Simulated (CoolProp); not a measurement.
Vapour-liquid equilibrium of n-pentane (1) + cyclohexane (2) at 360.8 K; x and y are mole fractions of (1).

The numbers come from the multi-fluid Helmholtz-energy mixture model, Thol 2019 and Zhou 2014; pair parameters Bell 2016 in CoolProp.

### Question
Give the bubble pressure and the first vapour's composition at x = 0.275, 0.5, 0.65. Is there an azeotrope?

### Answer
x = 0.275: 0.2185 MPa, y = 0.567; x = 0.5: 0.2889 MPa, y = 0.761; x = 0.65: 0.3348 MPa, y = 0.849. No azeotrope shows between x = 0.05 and 0.95.

Pair parameters are fitted to limited data, so mixtures are less certain than the pure fluids.
